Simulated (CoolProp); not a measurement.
Vapour-liquid equilibrium of C3F8 (R218) (1) + c-C4F8 (RC318) (2) at 248.2 K; x and y are mole fractions of (1).

The numbers come from the multi-fluid Helmholtz-energy mixture model, Lemmon 2006 and Platzer 1990; pair parameters Bell 2016 in CoolProp. This equation is an older, rougher fit; its heat capacities, sound speeds and derivatives of the liquid may be far off and weren't checked against measurements.

| x | bubble pressure (MPa) | y at the bubble point | dew pressure at overall composition x (MPa) | liquid density (mol/L) |
|---|---|---|---|---|
| 0.05 | 0.04463 | 0.087 | 0.04386 | 8.418 |
| 0.15 | 0.04988 | 0.281 | 0.04608 | 8.444 |
| 0.25 | 0.05785 | 0.470 | 0.04887 | 8.462 |
| 0.35 | 0.06848 | 0.628 | 0.05238 | 8.473 |
| 0.45 | 0.08143 | 0.748 | 0.05683 | 8.476 |
| 0.55 | 0.09614 | 0.835 | 0.06263 | 8.470 |
| 0.65 | 0.1120 | 0.896 | 0.07046 | 8.455 |
| 0.75 | 0.1282 | 0.939 | 0.08169 | 8.430 |
| 0.85 | 0.1445 | 0.969 | 0.09945 | 8.395 |
| 0.95 | 0.1603 | 0.991 | 0.1335 | 8.348 |

No azeotrope shows between x = 0.05 and 0.95.

The pair parameters rest on a limited set of measurements; away from them the model extrapolates.
